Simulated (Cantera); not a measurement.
A perfectly stirred reactor is fed with 0.357 % CH₄, 99.3 % H₂, 0.348 % CO₂, at 11.3 Torr; it is held at 2350 K, and followed from long to short residence time.

Cantera simulation using GRI-Mech 3.0 (53 species, 325 reactions); the numbers are that mechanism's predictions, not measurements. Radical loss at walls, strong at low pressure, is not modelled.

x: mole fraction; the columns are a selection and need not sum to one.

```json
[
 {"τ (s)": "2.0", "x CH₄": "1.83e-5", "x H₂": "0.917", "x CO₂": "1.07e-6", "x C₂H": "1.24e-6", "x OH": "7.72e-6", "x CH₃": "2.79e-5", "x H₂O₂": "<1e-12"},
 {"τ (s)": "0.79", "x CH₄": "4.99e-5", "x H₂": "0.935", "x CO₂": "2.61e-6", "x C₂H": "1.67e-6", "x OH": "1.13e-5", "x CH₃": "5.71e-5", "x H₂O₂": "<1e-12"},
 {"τ (s)": "0.30", "x CH₄": "0.000149", "x H₂": "0.951", "x CO₂": "7.34e-6", "x C₂H": "1.93e-6", "x OH": "1.42e-5", "x CH₃": "0.000118", "x H₂O₂": "<1e-12"},
 {"τ (s)": "0.12", "x CH₄": "0.000369", "x H₂": "0.962", "x CO₂": "2.12e-5", "x C₂H": "1.76e-6", "x OH": "1.44e-5", "x CH₃": "0.000212", "x H₂O₂": "<1e-12"},
 {"τ (s)": "0.045", "x CH₄": "___", "x H₂": "0.969", "x CO₂": "___", "x C₂H": "___", "x OH": "___", "x CH₃": "___", "x H₂O₂": "<1e-12"},
 {"τ (s)": "0.017", "x CH₄": "0.00170", "x H₂": "0.975", "x CO₂": "0.000244", "x C₂H": "5.11e-7", "x OH": "8.88e-6", "x CH₃": "0.000513", "x H₂O₂": "<1e-12"},
 {"τ (s)": "0.0066", "x CH₄": "___", "x H₂": "0.981", "x CO₂": "___", "x C₂H": "___", "x OH": "___", "x CH₃": "0.000498", "x H₂O₂": "<1e-12"}
]
```

Problem. Fill in the missing entries.

Solution. 
- 0.045, x CH₄: 0.000854
- 0.045, x CO₂: 7.09e-5
- 0.045, x C₂H: 1.19e-6
- 0.045, x OH: 1.22e-5
- 0.045, x CH₃: 0.000361
- 0.0066, x CH₄: 0.00268
- 0.0066, x CO₂: 0.000833
- 0.0066, x C₂H: 8.83e-8
- 0.0066, x OH: 4.85e-6
